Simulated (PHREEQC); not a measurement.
# Metal-bearing waste water

Solution (80 °C): 0.14 mol/kgw CdCl2, 0.0001 mol/kgw NaF and 0.00033 mol/kgw NaCl. It is in equilibrium with CO2 at log p = -3.5 (atm). Otherwise closed; pH follows from the charge balance.

Computed with PHREEQC (ion-association model, phreeqc.dat).

Precipitation was switched off in this run.

### Question
Predict the pH, ionic strength.

### Answer
pH 5.10; ionic strength 0.153 mol/kgw.

### Question
In which forms is Cl present?

### Answer
Cl- 45 %, CdCl+ 31 %, CdCl2 19 %, CdCl3- 4.7 % of the Cl.

Constants without temperature data keep their 25 °C values here.
